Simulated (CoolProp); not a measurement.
Octamethyltrisiloxane (MDM) along the isotherm 575 K: Z from the reference equation and from simpler models built on Tc = 565.4 K, pc = 1438 kPa, ω = 0.528; each cubic takes its own stable root.

Model: reference Helmholtz-energy equation of state, Thol 2017, in CoolProp.

```tsv
p (kPa)	phase	reference
47.9	gas	0.9895
95.8	gas	0.9789
144	gas	0.9680
192	gas	0.9569
240	gas	0.9456
288	gas	0.9341
335	gas	0.9226
383	gas	0.9107
431	gas	0.8985
479	gas	0.8860
527	gas	0.8732
575	gas	0.8601
623	gas	0.8466
671	gas	0.8328
719	gas	0.8186
```

### Question
How far does each simpler model (Pitzer virial, van der Waals, Redlich-Kwong, Soave-Redlich-Kwong, Peng-Robinson) lie from the reference over these 15 states: mean and median of the absolute difference, and the worst?

### Answer
- Pitzer virial: mean 0.5 %, median 0.1 %, worst +1.8 % at 575 K and 719 kPa
- van der Waals: mean 0.9 %, median 0.9 %, worst +2.0 % at 575 K and 719 kPa
- Redlich-Kwong: mean 0.2 %, median 0.3 %, worst -0.3 % at 575 K and 575 kPa
- Soave-Redlich-Kwong: mean 0.1 %, median 0.1 %, worst +0.2 % at 575 K and 719 kPa
- Peng-Robinson: mean 1.1 %, median 1.1 %, worst -1.9 % at 575 K and 719 kPa
